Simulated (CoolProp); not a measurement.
A simple Rankine cycle with n-pentane: condensing at 328.15 K, boiler at 2.06 MPa, turbine inlet 588.4 K, turbine efficiency 0.85, pump efficiency 0.8, no recuperator. Each further row changes one setting.

Values from CoolProp's reference Helmholtz-energy equation of state, Thol 2019.

```tsv
case	thermal efficiency (%)	net work (kJ/kg)	heat in (kJ/kg)	turbine exit temperature (K)	volume ratio over the turbine
as stated	(withheld)	122	932	534.7	11.0
turbine inlet 608.4 K	12.8	127	(withheld)	554.8	10.9
condensing temperature 320.15 K	(withheld)	134	(withheld)	529.8	14.0
boiler pressure 1.44 MPa	11.3	(withheld)	942	543.7	(withheld)
turbine efficiency 0.75	(withheld)	107	932	(withheld)	11.2
```

What belongs in the gaps?


- as stated, thermal efficiency (%): 13.0
- turbine inlet 608.4 K, heat in (kJ/kg): 992
- condensing temperature 320.15 K, thermal efficiency (%): 14.1
- condensing temperature 320.15 K, heat in (kJ/kg): 952
- boiler pressure 1.44 MPa, net work (kJ/kg): 106
- boiler pressure 1.44 MPa, volume ratio over the turbine: 7.61
- turbine efficiency 0.75, thermal efficiency (%): 11.5
- turbine efficiency 0.75, turbine exit temperature (K): 540.2
